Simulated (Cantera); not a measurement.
An isothermal, constant-pressure homogeneous reactor starts with 0.440 % CO, 8.88 % O2, 0.987 % H2O, 89.7 % N2, at 1200 K and 100000 Pa.

Model: GRI-Mech 3.0 (53 species, 325 reactions), integrated in Cantera.

Predict: x(CO) at 2.00 s; x(O2) at 2.00 s; x(H2O) at 2.00 s; x(O) at 2.00 s; x(HO2) at 2.00 s; x(NO) at 2.00 s.


```
Item                                                 Value
----------------  ----------------------------------------
x(CO) at 2.00 s   4.50e-9 (gas-phase equilibrium 2.63e-10)
x(O2) at 2.00 s      0.0868 (gas-phase equilibrium 0.0867)
x(H2O) at 2.00 s   0.00989 (gas-phase equilibrium 0.00989)
x(O) at 2.00 s     9.96e-9 (gas-phase equilibrium 7.43e-9)
x(HO2) at 2.00 s   2.25e-9 (gas-phase equilibrium 2.17e-9)
x(NO) at 2.00 s   1.90e-8 (gas-phase equilibrium 0.000135)
```
